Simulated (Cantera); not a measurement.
Cantera run:

```python
import numpy as np
import cantera as ct

gas_names = """
    C CH CH2 CH3 CH2OH CH3O CH4 CH3OH CO CO2 COOH C2 C2H CHCO,ketyl C2H2,acetylene C2H2,vinylidene
    CH2CO,ketene C2H3,vinyl CH3CO,acetyl C2H4 C2H4O,ethylen CH3CHO,ethanal CH3COOH (HCOOH)2 C2H5 C2H6
    CH3OCH3 C2H5OH C2O C3 C3H3,propargyl C3H4,allene C3H4,propyne C3H4,cyclo- C3H5,allyl C3H6,propylene
    C3H6,cyclo- C3H6O C3H7,n-propyl C3H7,i-propyl C3H8 C3H8O,1propanol C3H8O,2propanol C3O2 C4 C4H2
    C4H4,1,3-cyclo- C4H6,butadiene C4H6,2-butyne C4H6,cyclo- C4H8,1-butene C4H8,cis2-buten
    C4H8,tr2-butene C4H8,isobutene C4H8,cyclo- (CH3COOH)2 C4H9,n-butyl C4H9,i-butyl C4H9,s-butyl
    C4H9,t-butyl C4H10,isobutane C4H10,n-butane C5 C5H6,1,3cyclo- C5H8,cyclo- C5H10,1-pentene
    C5H10,cyclo- C5H11,pentyl C5H11,t-pentyl C5H12,n-pentane C5H12,i-pentane CH3C(CH3)2CH3 C6H2
    C6H5,phenyl C6H5O,phenoxy C6H6 C6H5OH,phenol C6H10,cyclo- C6H12,1-hexene C6H12,cyclo- C6H13,n-hexyl
    C7H7,benzyl C7H8 C7H8O,cresol C7H14,1-heptene C7H15,n-heptyl C7H16,n-heptane C8H8,styrene
    C8H10,ethylbenz C8H16,1-octene C8H17,n-octyl C8H18,isooctane C8H18,n-octane C9H19,n-nonyl
    C10H8,naphthale C10H21,n-decyl C12H9,o-bipheny C12H10,bipheny H HCO HO2 H2 HCHO,formaldehy HCOOH H2O
    H2O2 O OH O2 O3
""".split()
cond_names = """
    C(gr) C6H6(L) C7H8(L) C8H18(L),n-octa H2O(s) H2O(L)
""".split()


def load(file, names, dense=False):
    # The tables refer to 1 bar. Condensed volumes are neglected.
    table = {s.name: s for s in ct.Species.list_from_file(file)}
    out = []
    for n in names:
        d = dict(table[n].input_data)
        d["thermo"] = dict(d["thermo"], **{"reference-pressure": 1e5})
        if dense:
            d["equation-of-state"] = {"model": "constant-volume", "density": "1e6 g/cm^3"}
        out.append(ct.Species.from_dict(d))
    return out


gas = ct.Solution(thermo="ideal-gas", species=load("nasa_gas.yaml", gas_names))
cond = {s.name: ct.Solution(thermo="fixed-stoichiometry", species=[s], name=s.name)
        for s in load("nasa_condensed.yaml", cond_names, dense=True)}
atoms = {
    'C3H8': {'C': 3, 'H': 8},
    'O2': {'O': 2},
    'H2': {'H': 2},
}
top_T = {'C(gr)': 4500}  # K; cautious upper limits of use, not melting points


def equilibrate(T, P, feed):
    n = {}
    for name, mol in feed.items():
        for a, k in atoms[name].items():
            n[a] = n.get(a, 0.0) + k * mol
    gas.TPX = T, P, n
    mass = sum(n.values()) * gas.mean_molecular_weight
    gas.equilibrate("TP")
    valid = [c for c in cond.values() if c.min_temp <= T <= top_T.get(c.name, c.max_temp)]
    mix = ct.Mixture([(gas, mass / gas.mean_molecular_weight)] + [(c, 0.0) for c in valid])
    mix.T, mix.P = T, P
    mix.equilibrate("TP", solver="vcs", rtol=1e-11, max_steps=5000)
    return mix


results = []
feed = {'C3H8': 1, 'O2': 0.089, 'H2': 21}  # mol
T = 2200  # K
P = 47  # Pa
mix = equilibrate(T, P, feed)
results.append((T, P, feed, dict(zip(mix.species_names, mix.species_moles))))
print(gas.report(threshold=1e-06))
for i in range(1, mix.n_phases):
    print(f"{mix.phase(i).name:16s} {mix.phase_moles(i):12.5e} mol")
```

Result:

```
       temperature   2200 K
          pressure   47 Pa
           density   5.1332e-06 kg/m^3
  mean mol. weight   1.9978 kg/kmol
   phase of matter   gas

                          1 kg             1 kmol
                     ---------------   ---------------
          enthalpy        5.2423e+07        1.0473e+08  J
   internal energy        4.3267e+07        8.6438e+07  J
           entropy        1.2664e+05        2.5299e+05  J/K
    Gibbs function       -2.2617e+08       -4.5185e+08  J
 heat capacity c_p             15896             31756  J/K
 heat capacity c_v             11734             23441  J/K

                      mass frac. Y      mole frac. X     chem. pot. / RT
                     ---------------   ---------------   ---------------
                 C        1.9535e-05        3.2493e-06           -2.9727
                CO           0.08786         0.0062666            -46.81
               C2H        0.00025262        2.0163e-05           -19.805
    C2H2,acetylene          0.025536         0.0019593           -33.665
                C3        9.2708e-05        5.1401e-06            -8.918
              C4H2        5.1239e-05        2.0448e-06            -39.61
                 H           0.11462           0.22716            -13.86
                H2           0.77155           0.76458            -27.72
     [ +102 minor]        1.8364e-05        1.8225e-06

C(gr)             2.70871e+00 mol
```

These are equilibrium values from Cantera (NASA tables, ideal gas, pure condensed phases), not measurements of a reactor.
